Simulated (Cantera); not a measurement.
# Adiabatic ignition

An adiabatic, constant-pressure homogeneous reactor starts with H₂ : O₂ : N₂ = 1 : 0.238 : 0.895 (molar parts), equivalence ratio 2.1, at 1175 K and 500000 Pa.

Cantera simulation using GRI-Mech 3.0 (53 species, 325 reactions); the numbers are that mechanism's predictions, not measurements. The hydrogen kinetics of GRI-Mech 3.0 are dated; newer H2 mechanisms differ, most at raised pressure.

```csv
t (s),T (K),x H₂,x O₂,x NO,x N₂O,x NO₂,x HO₂,x H₂O
5.00e-6,1175,0.469,0.112,<1e-12,<1e-12,<1e-12,3.50e-7,3.52e-7
1.64e-5,1175,0.469,0.112,<1e-12,5.45e-12,<1e-12,2.02e-5,2.67e-5
5.41e-5,2644,0.267,6.53e-5,3.38e-5,2.07e-8,7.36e-10,1.74e-7,0.244
0.000178,2683,0.270,3.13e-5,6.38e-5,2.22e-8,1.29e-9,7.05e-8,0.246
0.000585,2683,0.270,3.11e-5,0.000145,2.34e-8,2.93e-9,7.01e-8,0.246
0.00192,2682,0.270,3.08e-5,0.000268,2.70e-8,5.39e-9,6.95e-8,0.246
0.00632,2682,0.270,3.08e-5,0.000290,2.79e-8,5.84e-9,6.94e-8,0.246
0.0208,2682,0.270,3.08e-5,0.000290,2.79e-8,5.84e-9,6.94e-8,0.246
0.0684,2682,0.270,3.08e-5,0.000290,2.79e-8,5.84e-9,6.94e-8,0.246
0.225,2682,0.270,3.08e-5,0.000290,2.79e-8,5.84e-9,6.94e-8,0.246
0.740,2682,0.270,3.08e-5,0.000290,2.79e-8,5.84e-9,6.94e-8,0.246
2.43,2682,0.270,3.08e-5,0.000290,2.79e-8,5.84e-9,6.94e-8,0.246
8.00,2682,0.270,3.08e-5,0.000290,2.79e-8,5.84e-9,6.94e-8,0.246
```
x: mole fraction; the columns are a selection and need not sum to one.

The time of steepest temperature rise is 29.7 µs and the temperature at 8.00 s is 2682 K. The equilibrium temperature is 2682 K. The x(H₂) at 8.00 s is 0.270 (gas-phase equilibrium 0.270), the x(O₂) at 8.00 s is 3.08e-5 (gas-phase equilibrium 3.08e-5) and the x(NO) at 8.00 s comes out as 0.000290 (gas-phase equilibrium 0.000290).
